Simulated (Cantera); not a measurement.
What does this Cantera script print?

```python
import numpy as np
import cantera as ct

gas = ct.Solution("gri30.yaml")
gas.TPX = 475, 500000, {'CH4': 1, 'H2': 0.24, 'O2': 3.31, 'N2': 12.5}
inlet = ct.Reservoir(gas, clone=True)
gas.equilibrate("HP")  # start burning
reactor = ct.IdealGasConstPressureReactor(gas, energy="on", clone=False)
exhaust = ct.Reservoir(gas, clone=True)
tau = [0.035, 0.014, 0.0052, 0.002, 0.00076, 0.00029, 0.00011, 4.3e-05, 1.6e-05][0]
for a, b in ((inlet, reactor), (reactor, exhaust)):
    ct.MassFlowController(a, b, mdot=lambda t: reactor.mass / tau)
net = ct.ReactorNet([reactor])
show = ['CH4', 'H2', 'O2', 'C2H', 'N2O', 'C2H4', 'CH3']

rows = []
print(f"{'tau/s':>10s}{'T/K':>9s}" + "".join(f"{s:>11s}" for s in show))
for tau in [0.035, 0.014, 0.0052, 0.002, 0.00076, 0.00029, 0.00011, 4.3e-05, 1.6e-05]:
    net.initial_time = 0.0
    net.advance(30 * tau)
    before = gas.X
    net.advance(40 * tau)
    drift = np.max(np.abs(gas.X - before) / (gas.X + 1e-9))
    rows.append([gas.T, *gas[show].X, drift])
    print(f"{tau:10.3e}{gas.T:9.1f}" + "".join(f"{x:11.3e}" for x in gas[show].X))
```

Output:

```
     tau/s      T/K        CH4         H2         O2        C2H        N2O       C2H4        CH3
 3.500e-02   1880.3  8.937e-06  5.775e-05  7.016e-02  1.715e-12  6.314e-07  2.249e-09  2.310e-06
 1.400e-02   1877.6  1.759e-05  9.366e-05  7.022e-02  5.769e-12  8.844e-07  7.434e-09  4.568e-06
 5.200e-03   1872.3  3.486e-05  1.692e-04  7.037e-02  1.753e-11  1.284e-06  2.242e-08  8.918e-06
 2.000e-03   1863.0  6.642e-05  3.077e-04  7.069e-02  4.406e-11  1.667e-06  5.746e-08  1.628e-05
 7.600e-04   1846.2  1.292e-04  5.656e-04  7.140e-02  9.999e-11  1.822e-06  1.395e-07  2.937e-05
 2.900e-04   1815.5  2.641e-04  1.028e-03  7.295e-02  2.101e-10  1.656e-06  3.463e-07  5.355e-05
 1.100e-04   1754.2  6.449e-04  1.903e-03  7.678e-02  4.581e-10  1.251e-06  1.181e-06  1.091e-04
 4.300e-05    475.0  5.865e-02  1.408e-02  1.941e-01 -9.861e-44 -3.476e-20 -1.061e-17 -9.829e-20
 1.600e-05    475.0  5.865e-02  1.408e-02  1.941e-01  4.981e-45  6.809e-22  2.078e-19  1.952e-21
```

Model: GRI-Mech 3.0 (53 species, 325 reactions), integrated in Cantera.
